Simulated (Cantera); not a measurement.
Input: 1 mol Si3N4, 15 mol F2, equilibrated at 1248 K and 1.00 bar.

Equilibrium computed with Cantera from the NASA thermochemical tables; the gas is ideal and each condensed phase is pure. Candidate condensed phases: Si, Si3N4; 16 gas species. Rates play no part.

Base state: F 0.398, F2 0.315, SiF4 0.172, N2 0.114, NF3 0.00114 (mole fractions); condensed: gas only.

Problem. What changes in the equilibrium state with this change: F2 from 15 to 1.2 mol?

Solution. 
| species | before | after |
|---|---|---|
| SiF4 | 0.172 | 0.599 |
| N2 | 0.114 | 0.400 |
| SiF3 | <1e-9 | 0.000670 |
| F | 0.398 | <1e-9 |
| F2 | 0.315 | <1e-9 |
| NF3 | 0.00114 | <1e-9 |
| Si3N4(s), mol | 0 | 0.800 |
The tables' values for SiF3 are old estimates; treat these amounts as uncertain.

Problem. What changes in the equilibrium state with this change: temperature from 1248 K to 1273.15 K?

Solution. 
| species | before | after |
|---|---|---|
| F | 0.398 | 0.440 |
| F2 | 0.315 | 0.281 |
| SiF4 | 0.172 | 0.167 |
| N2 | 0.114 | 0.111 |
| NF3 | 0.00114 | 0.000745 |
